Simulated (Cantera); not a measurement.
Input (Python, Cantera):

```python
import numpy as np
import cantera as ct

gas = ct.Solution("gri30.yaml")
gas.TPX = 375, 690000, {'C3H8': 1, 'O2': 5, 'N2': 18.8}
flame = ct.FreeFlame(gas, width=0.01)
flame.set_refine_criteria(ratio=3, slope=0.08, curve=0.16)
flame.transport_model = "mixture-averaged"
flame.solve(loglevel=0, auto=True)
z, T = flame.grid, flame.T
thick = (T[-1] - T[0]) / np.gradient(T, z).max()
show = ['C3H8', 'O2', 'CO2', 'CH2CO', 'H2', 'CH3']
print(f"laminar burning velocity  {flame.velocity[0] * 100:.3f} cm/s")
print(f"burnt temperature         {T[-1]:.1f} K")
print(f"thermal thickness         {thick * 1e3:.4f} mm")
print(f"grid points               {len(z)}")
z0 = z[flame.heat_release_rate.argmax()]
print(f"{'z/mm':>9s}{'T/K':>9s}{'u/(m/s)':>9s}" + "".join(f"{s:>11s}" for s in show))
rows = []
for k in (-3, -2, -1.5, -1, -0.5, -0.25, 0, 0.25, 0.5, 1, 2, 4, 8):
    zz = z0 + k * thick
    rows.append([k * thick, np.interp(zz, z, T), np.interp(zz, z, flame.velocity),
                 *(np.interp(zz, z, flame.X[gas.species_index(s)]) for s in show)])
    print(f"{rows[-1][0] * 1e3:9.3f}{rows[-1][1]:9.1f}{rows[-1][2]:9.3f}" + "".join(f"{x:11.3e}" for x in rows[-1][3:]))
```

Result:

```
laminar burning velocity  40.067 cm/s
burnt temperature         2359.2 K
thermal thickness         0.0712 mm
grid points               142
     z/mm      T/K  u/(m/s)       C3H8         O2        CO2      CH2CO         H2        CH3
   -0.214    375.1    0.401  4.030e-02  2.015e-01  2.801e-07  5.112e-09  5.349e-04  3.353e-12
   -0.142    377.2    0.404  4.026e-02  2.011e-01  8.278e-06  1.962e-07  1.749e-03  6.642e-11
   -0.107    385.2    0.413  4.018e-02  2.001e-01  5.263e-05  1.471e-06  3.218e-03  4.866e-10
   -0.071    445.7    0.481  3.967e-02  1.940e-01  5.840e-04  2.107e-05  6.190e-03  2.281e-08
   -0.036    859.4    0.951  3.059e-02  1.529e-01  7.591e-03  3.777e-04  1.090e-02  5.087e-05
   -0.018   1302.7    1.478  1.302e-02  1.070e-01  1.933e-02  1.100e-03  1.323e-02  7.464e-04
    0.000   1750.2    2.021  4.059e-04  5.761e-02  3.861e-02  1.199e-03  1.305e-02  9.142e-04
    0.018   1963.2    2.260  1.360e-07  3.129e-02  5.913e-02  1.568e-04  9.535e-03  9.948e-05
    0.036   2051.8    2.347  5.760e-12  2.178e-02  7.327e-02  6.769e-06  7.815e-03  4.859e-06
    0.071   2147.7    2.439  2.475e-18  1.539e-02  8.593e-02  1.771e-08  6.813e-03  1.643e-08
    0.142   2234.6    2.525  1.057e-27  1.103e-02  9.375e-02  1.012e-12  5.443e-03  1.819e-12
    0.285   2297.5    2.586  5.205e-38  7.867e-03  9.909e-02  9.850e-17  4.067e-03  4.395e-15
    0.570   2335.0    2.621  1.002e-38  5.827e-03  1.027e-01  4.875e-18  3.164e-03  8.942e-16
```

Cantera simulation using GRI-Mech 3.0 (53 species, 325 reactions); the numbers are that mechanism's predictions, not measurements. GRI-Mech 3.0 was tuned for natural gas; its chemistry of propane as a main component is partial and can be far from experiment. Burning velocities carry a grid error of a few per cent, more on coarse grids.
